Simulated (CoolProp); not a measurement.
Vapour pressure (MPa) of hydrogen chloride: the reference equation beside estimates from Tc = 51.5 °C, pc = 8.314 MPa, ω = 0.130. Clausius-Clapeyron is anchored at -8.95 °C with a constant enthalpy of vaporisation of 12.09 kJ/mol.

The numbers come from the reference Helmholtz-energy equation of state, Thol 2018 in CoolProp.

```json
[
 {"T (°C)": "-39.75", "reference": "0.7727", "Clausius-Clapeyron": "___", "van der Waals": "___", "Redlich-Kwong": "0.9062"},
 {"T (°C)": "-29.45", "reference": "1.098", "Clausius-Clapeyron": "1.281", "van der Waals": "2.357", "Redlich-Kwong": "1.276"},
 {"T (°C)": "-19.15", "reference": "___", "Clausius-Clapeyron": "1.631", "van der Waals": "___", "Redlich-Kwong": "1.740"},
 {"T (°C)": "-8.95", "reference": "2.035", "Clausius-Clapeyron": "2.035", "van der Waals": "3.446", "Redlich-Kwong": "___"},
 {"T (°C)": "1.35", "reference": "2.682", "Clausius-Clapeyron": "2.501", "van der Waals": "4.095", "Redlich-Kwong": "2.991"},
 {"T (°C)": "11.65", "reference": "3.470", "Clausius-Clapeyron": "3.029", "van der Waals": "___", "Redlich-Kwong": "3.803"},
 {"T (°C)": "21.95", "reference": "4.421", "Clausius-Clapeyron": "___", "van der Waals": "5.609", "Redlich-Kwong": "4.752"},
 {"T (°C)": "32.25", "reference": "5.558", "Clausius-Clapeyron": "4.275", "van der Waals": "6.478", "Redlich-Kwong": "5.846"},
 {"T (°C)": "42.55", "reference": "6.915", "Clausius-Clapeyron": "___", "van der Waals": "7.424", "Redlich-Kwong": "7.094"}
]
```

**Question.** Some entries are withheld; supply them.

**Answer.** 
- -39.75, Clausius-Clapeyron: 0.9842
- -39.75, van der Waals: 1.906
- -19.15, reference: 1.515
- -19.15, van der Waals: 2.872
- -8.95, Redlich-Kwong: 2.305
- 11.65, van der Waals: 4.815
- 21.95, Clausius-Clapeyron: 3.620
- 42.55, Clausius-Clapeyron: 4.993

Absolute difference from the reference over all 9 rows, mean and median: Clausius-Clapeyron 15.6 and 16.7 %, van der Waals 62.5 and 52.7 %, Redlich-Kwong 10.9 and 11.5 %.
